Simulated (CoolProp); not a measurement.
Vapour-liquid equilibrium of ethanol (1) + toluene (2) at 378 K; x and y are mole fractions of (1).

Computed with CoolProp (multi-fluid Helmholtz-energy mixture model, Schroeder 2014 and Lemmon 2006; pair parameters Bell 2016).

```json
[
 {"x": "0.05", "bubble pressure, mixture model (MPa)": "0.1319", "bubble pressure, Raoult's law (MPa)": "0.09473", "y, mixture model": "0.367", "y, Raoult's law": "0.139"},
 {"x": "0.15", "bubble pressure, mixture model (MPa)": "[?]", "bubble pressure, Raoult's law (MPa)": "0.1126", "y, mixture model": "[?]", "y, Raoult's law": "0.352"},
 {"x": "0.25", "bubble pressure, mixture model (MPa)": "0.2201", "bubble pressure, Raoult's law (MPa)": "0.1304", "y, mixture model": "0.661", "y, Raoult's law": "0.506"},
 {"x": "0.35", "bubble pressure, mixture model (MPa)": "[?]", "bubble pressure, Raoult's law (MPa)": "0.1482", "y, mixture model": "0.697", "y, Raoult's law": "0.624"},
 {"x": "0.45", "bubble pressure, mixture model (MPa)": "0.2453", "bubble pressure, Raoult's law (MPa)": "0.1660", "y, mixture model": "[?]", "y, Raoult's law": "0.716"},
 {"x": "0.55", "bubble pressure, mixture model (MPa)": "0.2522", "bubble pressure, Raoult's law (MPa)": "0.1839", "y, mixture model": "[?]", "y, Raoult's law": "0.790"},
 {"x": "0.65", "bubble pressure, mixture model (MPa)": "[?]", "bubble pressure, Raoult's law (MPa)": "0.2017", "y, mixture model": "0.769", "y, Raoult's law": "0.851"},
 {"x": "0.75", "bubble pressure, mixture model (MPa)": "0.2634", "bubble pressure, Raoult's law (MPa)": "0.2195", "y, mixture model": "0.806", "y, Raoult's law": "0.902"},
 {"x": "0.85", "bubble pressure, mixture model (MPa)": "[?]", "bubble pressure, Raoult's law (MPa)": "0.2373", "y, mixture model": "0.862", "y, Raoult's law": "0.946"},
 {"x": "0.95", "bubble pressure, mixture model (MPa)": "[?]", "bubble pressure, Raoult's law (MPa)": "0.2552", "y, mixture model": "0.945", "y, Raoult's law": "0.983"}
]
```

Problem. Some entries are withheld; supply them.

Solution. 
- 0.15, bubble pressure, mixture model (MPa): 0.1899
- 0.15, y, mixture model: 0.586
- 0.35, bubble pressure, mixture model (MPa): 0.2360
- 0.45, y, mixture model: 0.721
- 0.55, y, mixture model: 0.743
- 0.65, bubble pressure, mixture model (MPa): 0.2581
- 0.85, bubble pressure, mixture model (MPa): 0.2667
- 0.95, bubble pressure, mixture model (MPa): 0.2664

The largest gap from Raoult's law is +68.8 % in bubble pressure, at x = 0.25. y crosses x between x = 0.85 and 0.95: the model has an azeotrope there.

The pair parameters rest on a limited set of measurements; away from them the model extrapolates. With so large a gap from Raoult's law the liquid may split in two, which this calculation doesn't test in full.
